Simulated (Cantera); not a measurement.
# Premixed flame

A freely propagating, adiabatic, planar premixed flame of 48.0 % H₂, 10.9 % O₂, 41.1 % N₂, equivalence ratio 2.2, unburnt at 373 K and 0.350 bar; mixture-averaged transport, grid criteria slope 0.08 and curve 0.16, no radiation.

Detailed kinetics in Cantera: the H2/O2 subset of GRI-Mech 3.0, which has no nitrogen chemistry. Burning velocities carry a grid error of a few per cent, more on coarse grids.

| z (mm) | T (K) | u (m/s) | x H₂ | x O₂ | x OH | x H₂O | x H | x HO₂ |
|---|---|---|---|---|---|---|---|---|
| -4.52 | 373 | 3.67 | 0.480 | 0.109 | <1e-8 | <1e-8 | <1e-8 | <1e-8 |
| -3.02 | 373 | 3.67 | 0.480 | 0.109 | <1e-8 | <1e-8 | <1e-8 | <1e-8 |
| -2.26 | 373 | 3.67 | 0.480 | 0.109 | <1e-8 | <1e-8 | <1e-8 | <1e-8 |
| -1.51 | 373 | 3.67 | 0.480 | 0.109 | <1e-8 | 3.39e-8 | <1e-8 | 3.16e-8 |
| -0.754 | 393 | 3.85 | 0.477 | 0.109 | 4.11e-5 | 0.000499 | 5.36e-5 | 0.000143 |
| -0.377 | 667 | 6.37 | 0.443 | 0.102 | 0.000568 | 0.0222 | 0.00819 | 9.08e-5 |
| 0 | 1069 | 9.93 | 0.346 | 0.0677 | 0.00118 | 0.0995 | 0.0494 | 3.02e-5 |
| 0.377 | 1322 | 12.2 | 0.257 | 0.0160 | 0.00210 | 0.199 | 0.0868 | 6.68e-6 |
| 0.754 | 1424 | 13.1 | 0.239 | 0.00226 | 0.00206 | 0.226 | 0.0901 | 8.95e-7 |
| 1.51 | 1521 | 13.9 | 0.244 | 0.000323 | 0.00231 | 0.231 | 0.0796 | 1.23e-7 |
| 3.02 | 1625 | 14.7 | 0.253 | 0.000223 | 0.00252 | 0.233 | 0.0651 | 8.09e-8 |
| 6.03 | 1731 | 15.6 | 0.263 | 0.000150 | 0.00249 | 0.235 | 0.0498 | 5.43e-8 |
| 12.1 | 1826 | 16.3 | 0.272 | 8.55e-5 | 0.00218 | 0.238 | 0.0356 | 3.29e-8 |
x: mole fraction of selected species; z is measured from the peak of heat release.

```json
{
 "laminar_burning_velocity": "367 cm/s",
 "thermal_thickness": "1.51 mm",
 "peak x(OH)": "0.00254",
 "peak x(H)": "0.0910",
 "peak x(HO₂)": "0.000205",
 "grid_points": "140"
}
```
